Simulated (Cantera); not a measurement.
An adiabatic, constant-volume homogeneous reactor starts with 11.4 % CH3OH, 18.9 % O2, 69.7 % N2, equivalence ratio 0.91, at 1675 K and 0.720 bar.

Model: GRI-Mech 3.0 (53 species, 325 reactions), integrated in Cantera. GRI-Mech 3.0 was tuned for natural gas; its chemistry of methanol as a main component is partial and can be far from experiment.

One state of this run: T (K) = 1676; P (bar) = 0.721; x CH3OH = 0.112; x O2 = 0.187; x OH = 8.60e-6; x CH2 = 7.84e-7; x CH3 = 8.25e-5; x H = 4.18e-6. x: mole fraction; the columns are a selection and need not sum to one.

Problem. Which value of t (s) does it belong to?
(A) 0.000632
(B) 0.00431
(C) 1.36e-5
(D) 2.00e-6

Solution. C, 1.36e-5
